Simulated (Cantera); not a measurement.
A Cantera script and its output.

```python
import numpy as np
import cantera as ct

gas = ct.Solution("h2o2.yaml")
gas.TPX = 900, 640, {'H2': 0.0053, 'O2': 1}
reactor = ct.IdealGasConstPressureReactor(gas, energy="off", clone=False)
net = ct.ReactorNet([reactor])
net.rtol, net.atol = 1e-08, 1e-18
show = ['H2', 'O2', 'H2O', 'O', 'HO2', 'H2O2']
times = np.geomspace(0.0002, 30, 10)

steps = ct.SolutionArray(gas, extra=["t"])
rows = []
print(f"{'t/s':>10s}{'T/K':>9s}{'P/Pa':>11s}" + "".join(f"{s:>11s}" for s in show))
for t in times:
    while net.time < t:
        t_next = net.step()
        steps.append(gas.state, t=t_next)
    rows.append([np.interp(t, steps.t, y) for y in (steps.T, steps.P, *steps(*show).X.T)])
    print(f"{t:10.3e}{rows[-1][0]:9.1f}{rows[-1][1]:11.4g}" + "".join(f"{x:11.3e}" for x in rows[-1][2:]))
rate = np.gradient(steps.T, steps.t)
print("integrator steps:", len(steps.t))
if steps.T.max() > steps.T[0] + 200:
    print(f"time of steepest temperature rise: {steps.t[rate.argmax()]:.4e} s")
gas.TPX = 900, 640, {'H2': 0.0053, 'O2': 1}
gas.equilibrate("TP")
print(f"equilibrium (TP): T = {gas.T:.1f} K  " + "  ".join(f"{s} {gas[s].X[0]:.3e}" for s in show))
```

It prints:

```
       t/s      T/K       P/Pa         H2         O2        H2O          O        HO2       H2O2
 2.000e-04    900.0        640  5.272e-03  9.947e-01  1.014e-15  3.578e-14  2.336e-13  1.576e-19
 7.519e-04    900.0        640  5.272e-03  9.947e-01  4.124e-14  3.879e-13  8.833e-13  2.223e-18
 2.827e-03    900.0        640  5.272e-03  9.947e-01  1.183e-12  3.249e-12  3.358e-12  3.169e-17
 1.063e-02    900.0        640  5.272e-03  9.947e-01  3.037e-11  3.633e-11  1.320e-11  4.601e-16
 3.995e-02    900.0        640  5.272e-03  9.947e-01  6.739e-09  5.899e-09  1.943e-10  1.216e-14
 1.502e-01    900.0        640  9.474e-04  9.921e-01  3.864e-03  2.203e-03  2.239e-06  4.494e-08
 5.646e-01    900.0        640  6.931e-06  9.939e-01  5.237e-03  7.416e-04  5.699e-07  4.233e-09
 2.123e+00    900.0        640  8.090e-07  9.946e-01  5.274e-03  1.072e-04  2.034e-07  3.314e-09
 7.980e+00    900.0        640  6.709e-08  9.947e-01  5.283e-03  1.017e-05  4.889e-08  2.030e-09
 3.000e+01    900.0        640  5.189e-09  9.947e-01  5.285e-03  9.715e-07  8.497e-09  7.978e-10
integrator steps: 1503
equilibrium (TP): T = 900.0 K  H2 2.133e-13  O2 9.947e-01  H2O 5.286e-03  O 6.757e-11  HO2 3.289e-11  H2O2 2.871e-13
```

Model: the H2/O2 subset of GRI-Mech 3.0, which has no nitrogen chemistry, integrated in Cantera. Radical loss at walls, strong at low pressure, is not modelled. Below about 950 K walls govern HO2 and H2O2 in real vessels.
